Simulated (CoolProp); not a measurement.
R1233zd(E) along the isobar 0.819 MPa: Z from the reference equation and from simpler models built on Tc = 165.7 °C, pc = 3.583 MPa, ω = 0.304; each cubic takes its own stable root.

Model: reference Helmholtz-energy equation of state, Akasaka 2022, in CoolProp.

```json
[
 {"T (°C)": "29.65", "phase": "liquid", "reference": "0.03386", "van der Waals": "0.05744", "Redlich-Kwong": "0.03948", "Peng-Robinson": "0.03332"},
 {"T (°C)": "40.95", "phase": "liquid", "reference": "0.03339", "van der Waals": "0.05673", "Redlich-Kwong": "0.03913", "Peng-Robinson": "0.03290"},
 {"T (°C)": "52.25", "phase": "liquid", "reference": "0.03303", "van der Waals": "0.8391", "Redlich-Kwong": "0.03895", "Peng-Robinson": "0.03262"},
 {"T (°C)": "63.55", "phase": "liquid", "reference": "0.03277", "van der Waals": "0.8537", "Redlich-Kwong": "0.03895", "Peng-Robinson": "0.03249"},
 {"T (°C)": "74.85", "phase": "liquid", "reference": "0.03263", "van der Waals": "0.8664", "Redlich-Kwong": "0.8261", "Peng-Robinson": "0.03253"},
 {"T (°C)": "86.15", "phase": "liquid", "reference": "0.03263", "van der Waals": "0.8775", "Redlich-Kwong": "0.8439", "Peng-Robinson": "___"},
 {"T (°C)": "97.45", "phase": "gas", "reference": "0.8331", "van der Waals": "0.8872", "Redlich-Kwong": "0.8591", "Peng-Robinson": "___"},
 {"T (°C)": "108.75", "phase": "gas", "reference": "0.8526", "van der Waals": "0.8959", "Redlich-Kwong": "0.8722", "Peng-Robinson": "0.8525"},
 {"T (°C)": "120.05", "phase": "gas", "reference": "___", "van der Waals": "0.9036", "Redlich-Kwong": "0.8837", "Peng-Robinson": "0.8669"},
 {"T (°C)": "131.35", "phase": "gas", "reference": "0.8827", "van der Waals": "0.9106", "Redlich-Kwong": "0.8937", "Peng-Robinson": "0.8794"},
 {"T (°C)": "142.65", "phase": "gas", "reference": "0.8945", "van der Waals": "___", "Redlich-Kwong": "0.9026", "Peng-Robinson": "0.8905"},
 {"T (°C)": "153.95", "phase": "gas", "reference": "0.9048", "van der Waals": "0.9225", "Redlich-Kwong": "0.9105", "Peng-Robinson": "0.9003"},
 {"T (°C)": "165.25", "phase": "gas", "reference": "0.9137", "van der Waals": "0.9276", "Redlich-Kwong": "0.9176", "Peng-Robinson": "0.9090"}
]
```

### Question
What belongs in the gaps?

### Answer

- 86.15, Peng-Robinson: 0.03279
- 97.45, Peng-Robinson: 0.8359
- 120.05, reference: 0.8689
- 142.65, van der Waals: 0.9168

At some of these states van der Waals, Redlich-Kwong gives the other phase, because its saturation line lies elsewhere.
